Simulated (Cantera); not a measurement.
Cantera run, input and output.

```python
import numpy as np
import cantera as ct

gas = ct.Solution("gri30.yaml")
gas.TPX = 1300, 1333, {'N2O': 1, 'O2': 2.7, 'H2O': 0.23}
reactor = ct.IdealGasConstPressureReactor(gas, energy="off", clone=False)
net = ct.ReactorNet([reactor])
net.rtol, net.atol = 1e-08, 1e-18
show = ['N2O', 'O2', 'NO', 'N2', 'NO2', 'O']
times = np.geomspace(6e-06, 90, 15)

steps = ct.SolutionArray(gas, extra=["t"])
rows = []
print(f"{'t/s':>10s}{'T/K':>9s}{'P/Pa':>11s}" + "".join(f"{s:>11s}" for s in show))
for t in times:
    while net.time < t:
        t_next = net.step()
        steps.append(gas.state, t=t_next)
    rows.append([np.interp(t, steps.t, y) for y in (steps.T, steps.P, *steps(*show).X.T)])
    print(f"{t:10.3e}{rows[-1][0]:9.1f}{rows[-1][1]:11.4g}" + "".join(f"{x:11.3e}" for x in rows[-1][2:]))
rate = np.gradient(steps.T, steps.t)
print("integrator steps:", len(steps.t))
if steps.T.max() > steps.T[0] + 200:
    print(f"time of steepest temperature rise: {steps.t[rate.argmax()]:.4e} s")
gas.TPX = 1300, 1333, {'N2O': 1, 'O2': 2.7, 'H2O': 0.23}
gas.equilibrate("TP")
print(f"equilibrium (TP): T = {gas.T:.1f} K  " + "  ".join(f"{s} {gas[s].X[0]:.3e}" for s in show))
```

It prints:

```
       t/s      T/K       P/Pa        N2O         O2         NO         N2        NO2          O
 6.000e-06   1300.0       1333  2.545e-01  6.870e-01  3.319e-11  4.667e-08  1.056e-19  4.643e-08
 1.953e-05   1300.0       1333  2.545e-01  6.870e-01  3.446e-10  1.526e-07  3.491e-18  1.501e-07
 6.358e-05   1300.0       1333  2.545e-01  6.870e-01  3.590e-09  5.038e-07  1.218e-16  4.778e-07
 2.070e-04   1300.0       1333  2.545e-01  6.870e-01  3.622e-08  1.710e-06  4.421e-15  1.448e-06
 6.737e-04   1300.0       1333  2.544e-01  6.870e-01  3.312e-07  6.181e-06  2.019e-13  3.780e-06
 2.193e-03   1300.0       1333  2.544e-01  6.870e-01  2.339e-06  2.380e-05  2.802e-11  6.785e-06
 7.139e-03   1300.0       1333  2.543e-01  6.870e-01  1.094e-05  8.808e-05  6.018e-09  7.625e-06
 2.324e-02   1300.0       1333  2.541e-01  6.870e-01  4.016e-05  3.102e-04  4.209e-07  8.099e-06
 7.564e-02   1300.0       1333  2.532e-01  6.871e-01  1.374e-04  1.072e-03  5.671e-06  8.441e-06
 2.462e-01   1300.0       1333  2.502e-01  6.873e-01  4.445e-04  3.557e-03  3.265e-05  8.415e-06
 8.016e-01   1300.0       1333  2.408e-01  6.881e-01  1.420e-03  1.140e-02  9.797e-05  8.223e-06
 2.609e+00   1300.0       1333  2.129e-01  6.905e-01  4.367e-03  3.462e-02  1.635e-04  7.989e-06
 8.493e+00   1300.0       1333  1.444e-01  6.963e-01  1.163e-02  9.172e-02  1.510e-04  7.787e-06
 2.765e+01   1300.0       1333  4.389e-02  7.051e-01  2.223e-02  1.757e-01  6.021e-05  7.503e-06
 9.000e+01   1300.0       1333  1.426e-03  7.089e-01  2.648e-02  2.112e-01  2.398e-05  4.282e-06
integrator steps: 1117
equilibrium (TP): T = 1300.0 K  N2O 1.617e-09  O2 7.221e-01  NO 3.948e-04  N2 2.255e-01  NO2 9.139e-07  O 1.311e-06
```

Cantera simulation using GRI-Mech 3.0 (53 species, 325 reactions); the numbers are that mechanism's predictions, not measurements. GRI-Mech 3.0 was tuned for natural gas; its chemistry of N2O as a main component is partial and can be far from experiment. Radical loss at walls, strong at low pressure, is not modelled. The mechanism lacks the step 2 NO + O2 → 2 NO2, which can matter for NO2 below about 1400 K. The temperature is held fixed by assumption; the heat of reaction is taken as removed at once.
